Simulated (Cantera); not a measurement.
## Thermodynamics of nitride etching, feed BN + O2 + N2 + HF

Input: 1 mol BN, a varied amount of O2, 12 mol N2, 43 mol HF, held at 1948 K and 10.0 Torr.

Cantera equilibrium calculation (NASA polynomials, part measured and part estimated; ideal gas, pure solids and liquids). Candidate condensed phases: B, BN, B2O3, B3O3H3, H2O; 62 gas species. The tables' values for BF2 are old estimates; treat these amounts as uncertain. Equilibrium is a limit: real reactors are often held back by kinetics, nucleation or transport.

```csv
n(O2) (mol),x HF,x N2,x H2,x BOF,x BF3,x H2O,x O2
0.13,0.732,0.226,0.0216,0.00441,0.0135,0.000289,4.98e-10
0.16,0.734,0.226,0.0205,0.00539,0.0125,0.000383,9.66e-10
0.21,0.736,0.226,0.0188,0.00700,0.0109,0.000572,2.59e-9
0.27,0.738,0.225,0.0166,0.00883,0.00907,0.000875,7.73e-9
0.34,0.741,0.225,0.0141,0.0108,0.00708,0.00138,2.66e-8
0.43,0.743,0.224,0.0110,0.0130,0.00491,0.00240,1.34e-7
0.55,0.746,0.224,0.00680,0.0149,0.00294,0.00465,1.30e-6
0.7,0.747,0.223,0.00189,0.0160,0.00175,0.00846,5.61e-5
0.89,0.746,0.223,0.000341,0.0162,0.00152,0.00976,0.00229
1.1,0.743,0.222,0.000216,0.0162,0.00150,0.00980,0.00573
```
x: gas mole fraction; nothing condenses.

From 0.13 mol O2 to 1.1 mol O2 nothing is condensed. The main B-bearing gas is BF3 at 0.13 mol O2 and BOF at 1.1 mol O2.
